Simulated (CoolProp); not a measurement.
The numbers come from the reference Helmholtz-energy equation of state, Kamei 1995 in CoolProp.

Question: For R22, give the phase and the Joule-Thomson coefficient (K/MPa), isothermal compressibility (1/MPa), viscosity (µPa s), Prandtl number at 6.15 °C and 471 kPa; -81.95 °C and 32 kPa.

Answer: 
- 6.15 °C and 471 kPa: gas; Joule-Thomson coefficient 28.3, isothermal compressibility 2.36, viscosity 12.9, Prandtl number 0.889
- -81.95 °C and 32 kPa: liquid; Joule-Thomson coefficient -0.410, isothermal compressibility 0.000969, viscosity 558, Prandtl number 4.42

Viscosity comes from a separate model (Bell 2016), an estimate that may be off by 10 % or more. Thermal conductivity comes from a separate model (McLinden 2000), an estimate that may be off by 10 % or more.
